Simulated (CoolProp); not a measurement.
Vapour-liquid equilibrium of CH2F2 (R32) (1) + R134a (2) at 287.2 K; x and y are mole fractions of (1).

Values from CoolProp's multi-fluid Helmholtz-energy mixture model, Tillner-Roth 1997 and Tillner-Roth 1994; pair parameters Lemmon 2004.

```csv
x,"bubble pressure, mixture model (kPa)","bubble pressure, Raoult's law (kPa)","y, mixture model","y, Raoult's law"
0.05,511.3,512.3,[?],0.122
0.2,[?],628.2,0.364,0.397
0.35,734.8,744.1,0.546,0.586
0.5,[?],860.0,[?],0.725
0.65,[?],975.9,0.799,0.830
0.8,1081,1092,0.894,0.913
0.95,[?],1208,0.975,0.980
```

Problem. Some entries are withheld; supply them.

Solution. 
- 0.05, y, mixture model: 0.110
- 0.2, bubble pressure, mixture model (kPa): 623.3
- 0.5, bubble pressure, mixture model (kPa): 847.2
- 0.5, y, mixture model: 0.686
- 0.65, bubble pressure, mixture model (kPa): 962.2
- 0.95, bubble pressure, mixture model (kPa): 1204

The largest gap from Raoult's law is -1.5 % in bubble pressure, at x = 0.5. No azeotrope shows between x = 0.05 and 0.95.

The pair parameters rest on a limited set of measurements; away from them the model extrapolates.
